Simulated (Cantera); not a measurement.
A Cantera script and what it prints.

```python
import numpy as np
import cantera as ct

gas_names = """
    H H2 N NH NH2 NH3 N2 N2H2 N2H4 Si SiH SiH2 SiH3 SiH4 SiN Si2 Si2N Si3
""".split()
cond_names = """
    Si(cr) Si(L) Si3N4(a)
""".split()


def load(file, names, dense=False):
    # The tables refer to 1 bar. Condensed volumes are neglected.
    table = {s.name: s for s in ct.Species.list_from_file(file)}
    out = []
    for n in names:
        d = dict(table[n].input_data)
        d["thermo"] = dict(d["thermo"], **{"reference-pressure": 1e5})
        if dense:
            d["equation-of-state"] = {"model": "constant-volume", "density": "1e6 g/cm^3"}
        out.append(ct.Species.from_dict(d))
    return out


gas = ct.Solution(thermo="ideal-gas", species=load("nasa_gas.yaml", gas_names))
cond = {s.name: ct.Solution(thermo="fixed-stoichiometry", species=[s], name=s.name)
        for s in load("nasa_condensed.yaml", cond_names, dense=True)}
atoms = {
    'Si3N4': {'Si': 3, 'N': 4},
    'H2': {'H': 2},
    'Si': {'Si': 1},
}
top_T = {'Si3N4(a)': 2400}  # K; cautious upper limits of use, not melting points


def equilibrate(T, P, feed):
    n = {}
    for name, mol in feed.items():
        for a, k in atoms[name].items():
            n[a] = n.get(a, 0.0) + k * mol
    gas.TPX = T, P, n
    mass = sum(n.values()) * gas.mean_molecular_weight
    gas.equilibrate("TP")
    valid = [c for c in cond.values() if c.min_temp <= T <= top_T.get(c.name, c.max_temp)]
    mix = ct.Mixture([(gas, mass / gas.mean_molecular_weight)] + [(c, 0.0) for c in valid])
    mix.T, mix.P = T, P
    mix.equilibrate("TP", solver="vcs", rtol=1e-11, max_steps=5000)
    return mix


results = []
feed = {'Si3N4': 1, 'H2': 2.8, 'Si': 0.033}  # mol
P = 600  # Pa
for T in [1950, 2025, 2100, 2175, 2250, 2325, 2400, 2475, 2550, 2625, 2700, 2775, 2850, 2925]:
    mix = equilibrate(T, P, feed)
    results.append((T, P, feed, dict(zip(mix.species_names, mix.species_moles))))
    x = sorted(zip(gas.X, gas.species_names), reverse=True)
    print(f"T = {T:g} K  P = {P:g} Pa  gas = {mix.phase_moles(0):.4g} mol")
    print("   x: " + "  ".join(f"{s} {v:.3e}" for v, s in x if v > 0.0001))
    print("   condensed (mol): " + ("  ".join(f"{mix.phase(i).name} {mix.phase_moles(i):.4g}"
          for i in range(1, mix.n_phases) if mix.phase_moles(i) > 1e-12) or "none"))
```

Output:

```
T = 1950 K  P = 600 Pa  gas = 4.847 mol
   x: H2 5.719e-01  N2 4.125e-01  H 1.119e-02  Si 3.969e-03  SiH 1.778e-04
   condensed (mol): Si(L) 3.011
T = 2025 K  P = 600 Pa  gas = 4.895 mol
   x: H2 5.624e-01  N2 4.084e-01  H 1.863e-02  Si 9.703e-03  SiH 3.609e-04  Si2N 1.513e-04  SiN 1.179e-04  Si2 1.067e-04
   condensed (mol): Si(L) 2.98
T = 2100 K  P = 600 Pa  gas = 4.99 mol
   x: H2 5.458e-01  N2 4.006e-01  H 2.972e-02  Si 2.224e-02  SiH 6.904e-04  Si2 2.897e-04  Si2N 2.715e-04  SiN 2.261e-04
   condensed (mol): Si(L) 2.91
T = 2175 K  P = 600 Pa  gas = 5.176 mol
   x: H2 5.175e-01  N2 3.859e-01  Si 4.809e-02  H 4.534e-02  SiH 1.246e-03  Si2 7.328e-04  Si2N 4.628e-04  SiN 4.106e-04  Si3 1.447e-04  SiH2 1.371e-04
   condensed (mol): Si(L) 2.76
T = 2250 K  P = 600 Pa  gas = 5.552 mol
   x: H2 4.702e-01  N2 3.595e-01  Si 9.871e-02  H 6.575e-02  SiH 2.110e-03  Si2 1.739e-03  Si2N 7.466e-04  SiN 7.032e-04  Si3 3.324e-04  SiH2 1.763e-04
   condensed (mol): Si(L) 2.435
T = 2325 K  P = 600 Pa  gas = 6.36 mol
   x: H2 3.938e-01  N2 3.133e-01  Si 1.933e-01  H 8.913e-02  Si2 3.899e-03  SiH 3.303e-03  Si2N 1.125e-03  SiN 1.122e-03  Si3 7.219e-04  SiH2 2.042e-04
   condensed (mol): Si(L) 1.696
T = 2400 K  P = 600 Pa  gas = 8.156 mol
   x: Si 3.442e-01  H2 2.860e-01  N2 2.437e-01  H 1.098e-01  Si2 7.466e-03  SiH 4.412e-03  SiN 1.551e-03  Si2N 1.398e-03  Si3 1.272e-03  SiH2 1.906e-04
   condensed (mol): none
T = 2475 K  P = 600 Pa  gas = 8.375 mol
   x: Si 3.450e-01  H2 2.585e-01  N2 2.378e-01  H 1.477e-01  Si2 4.673e-03  SiH 3.731e-03  SiN 1.364e-03  Si2N 6.477e-04  Si3 4.295e-04  SiH2 1.271e-04
   condensed (mol): none
T = 2550 K  P = 600 Pa  gas = 8.609 mol
   x: Si 3.410e-01  N2 2.316e-01  H2 2.276e-01  H 1.921e-01  SiH 3.091e-03  Si2 2.924e-03  SiN 1.189e-03  Si2N 3.048e-04  Si3 1.482e-04
   condensed (mol): none
T = 2625 K  P = 600 Pa  gas = 8.867 mol
   x: Si 3.343e-01  H 2.413e-01  N2 2.250e-01  H2 1.938e-01  SiH 2.513e-03  Si2 1.845e-03  SiN 1.034e-03  Si2N 1.468e-04
   condensed (mol): none
T = 2700 K  P = 600 Pa  gas = 9.144 mol
   x: Si 3.262e-01  H 2.924e-01  N2 2.182e-01  H2 1.589e-01  SiH 2.007e-03  Si2 1.180e-03  SiN 8.997e-04
   condensed (mol): none
T = 2775 K  P = 600 Pa  gas = 9.426 mol
   x: H 3.421e-01  Si 3.178e-01  N2 2.118e-01  H2 1.252e-01  SiH 1.577e-03  SiN 7.863e-04  Si2 7.687e-04
   condensed (mol): none
T = 2850 K  P = 600 Pa  gas = 9.693 mol
   x: H 3.868e-01  Si 3.099e-01  N2 2.060e-01  H2 9.487e-02  SiH 1.222e-03  SiN 6.923e-04  Si2 5.119e-04
   condensed (mol): none
T = 2925 K  P = 600 Pa  gas = 9.928 mol
   x: H 4.242e-01  Si 3.032e-01  N2 2.011e-01  H2 6.945e-02  SiH 9.386e-04  SiN 6.156e-04  Si2 3.492e-04
   condensed (mol): none
```

Method: chemical equilibrium by Gibbs-energy minimisation in Cantera with the NASA 1993 tables (ideal gas, pure condensed phases). The tables' values for SiN are old estimates; treat these amounts as uncertain. Gases not in the tables: Si2H6 and higher silanes.
